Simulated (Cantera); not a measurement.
An isothermal, constant-pressure homogeneous reactor starts with CH4 : CO2 = 1 : 2.6 (molar parts), at 1425 K and 0.240 bar. Integrator tolerance rtol = 1e-08.

Cantera simulation using GRI-Mech 3.0 (53 species, 325 reactions); the numbers are that mechanism's predictions, not measurements.

### Question
What does this change do: temperature 1425 to 1275 K?

### Answer
| quantity | before | after |
|---|---|---|
| x(CH4) at 60.0 s | 0.0205 (gas-phase equilibrium 2.27e-8) | 0.244 (gas-phase equilibrium 2.85e-7) |
| x(CO2) at 60.0 s | 0.244 (gas-phase equilibrium 0.144) | 0.686 (gas-phase equilibrium 0.159) |
| x(H2) at 60.0 s | 0.129 (gas-phase equilibrium 0.216) | 0.0222 (gas-phase equilibrium 0.231) |
| x(HO2) at 60.0 s | <1e-12 (gas-phase equilibrium <1e-12) | <1e-12 (gas-phase equilibrium <1e-12) |
| x(CH2) at 60.0 s | 1.48e-9 (gas-phase equilibrium <1e-12) | 1.31e-11 (gas-phase equilibrium <1e-12) |
| x(H2O) at 60.0 s | 0.188 (gas-phase equilibrium 0.142) | 0.0172 (gas-phase equilibrium 0.126) |

### Question
What does this change do: CO2 2.6 to 4 parts?

### Answer
| quantity | before | after |
|---|---|---|
| x(CH4) at 60.0 s | 0.0205 (gas-phase equilibrium 2.27e-8) | 0.0136 (gas-phase equilibrium 3.21e-9) |
| x(CO2) at 60.0 s | 0.244 (gas-phase equilibrium 0.144) | 0.357 (gas-phase equilibrium 0.265) |
| x(H2) at 60.0 s | 0.129 (gas-phase equilibrium 0.216) | 0.0771 (gas-phase equilibrium 0.122) |
| x(HO2) at 60.0 s | <1e-12 (gas-phase equilibrium <1e-12) | <1e-12 (gas-phase equilibrium <1e-12) |
| x(CH2) at 60.0 s | 1.48e-9 (gas-phase equilibrium <1e-12) | 1.42e-9 (gas-phase equilibrium <1e-12) |
| x(H2O) at 60.0 s | 0.188 (gas-phase equilibrium 0.142) | 0.177 (gas-phase equilibrium 0.164) |
